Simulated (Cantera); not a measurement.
**Hydrocarbon pyrolysis for carbon deposition**

An isothermal, constant-pressure homogeneous reactor starts with C₂H₆ : H₂ = 1 : 8.6 (molar parts), at 1750 K and 0.168 atm.

Computed with Cantera and GRI-Mech 3.0 (53 species, 325 reactions). GRI-Mech 3.0 stops at C3 and has no aromatics, soot or wall deposition, so with more carbon than oxygen in the feed, carbon stays in small species such as C2H2 where larger ones or solid carbon would form.

```tsv
t (s)	x C₂H₆	x H₂	x C₂H	x CH₂	x C₂H₄	x C₂H₂
3.00e-5	0.0172	0.849	1.44e-7	2.36e-5	0.0284	0.00437
0.000108	0.000462	0.846	3.40e-7	5.77e-6	0.0196	0.0219
0.000387	9.61e-5	0.850	1.88e-7	1.08e-6	0.00950	0.0334
0.00139	4.14e-5	0.853	1.44e-7	4.52e-7	0.00281	0.0410
0.00500	3.63e-5	0.857	1.62e-7	4.34e-7	0.000831	0.0456
0.0180	2.45e-5	0.868	1.94e-7	3.76e-7	0.000661	0.0534
0.0646	8.84e-6	0.887	2.57e-7	2.54e-7	0.000477	0.0671
0.232	1.43e-6	0.903	3.19e-7	1.16e-7	0.000422	0.0787
0.835	2.13e-7	0.910	3.47e-7	4.35e-8	0.000429	0.0834
3.00	1.15e-7	0.911	3.53e-7	2.83e-8	0.000433	0.0843
```
x: mole fraction; the columns are a selection and need not sum to one.

Equilibrium at this temperature and pressure: C₂H₆ 1.14e-7, H₂ 0.911, C₂H 3.53e-7, CH₂ 2.80e-8, C₂H₄ 0.000433, C₂H₂ 0.0843 (gas phase only).
